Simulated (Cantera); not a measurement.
A perfectly stirred reactor is fed with 87.7 % NH₃, 12.3 % H₂, at 1.01 bar; it is held at 1750 K, and followed from long to short residence time.

Model: the gas-phase N/H chemistry of the illustrative SiF4/NH3 mechanism in the Surface Chemkin manual (1991), integrated in Cantera. Walls and surfaces, which speed up NH3 decomposition in real reactors, are not modelled.

x: mole fraction; the columns are a selection and need not sum to one.

| τ (s) | x NH₃ | x H₂ | x H | x N₂ | x N₂H₂ | x N₂H₄ | x NH |
|---|---|---|---|---|---|---|---|
| 0.84 | 0.391 | 0.480 | ? | 0.130 | 4.35e-7 | 1.15e-7 | 1.19e-6 |
| 0.52 | 0.482 | 0.412 | ? | 0.105 | 6.08e-7 | 1.55e-7 | 1.29e-6 |
| 0.32 | 0.574 | 0.345 | ? | 0.0806 | 8.09e-7 | 1.99e-7 | 1.36e-6 |
| 0.19 | 0.663 | 0.280 | ? | 0.0570 | 1.03e-6 | 2.43e-7 | 1.42e-6 |
| 0.12 | 0.726 | 0.234 | ? | 0.0402 | 1.21e-6 | 2.76e-7 | 1.44e-6 |
| 0.073 | 0.777 | 0.196 | ? | 0.0265 | 1.37e-6 | 3.03e-7 | 1.45e-6 |
| 0.045 | 0.812 | 0.170 | ? | 0.0172 | 1.48e-6 | 3.23e-7 | 1.45e-6 |
| 0.027 | 0.837 | 0.152 | ? | 0.0106 | 1.56e-6 | 3.36e-7 | 1.44e-6 |
| 0.017 | 0.851 | 0.142 | 1.70e-5 | 0.00677 | 1.60e-6 | 3.42e-7 | 1.43e-6 |
| 0.010 | 0.862 | 0.134 | 1.60e-5 | 0.00398 | 1.62e-6 | 3.44e-7 | 1.41e-6 |
| 0.0063 | 0.867 | 0.130 | 1.53e-5 | 0.00248 | 1.61e-6 | 3.42e-7 | 1.39e-6 |

Q: Some entries are withheld; supply them.

A: 
- 0.84, x H: 7.25e-5
- 0.52, x H: 5.87e-5
- 0.32, x H: 4.67e-5
- 0.19, x H: 3.63e-5
- 0.12, x H: 2.95e-5
- 0.073, x H: 2.43e-5
- 0.045, x H: 2.08e-5
- 0.027, x H: 1.84e-5
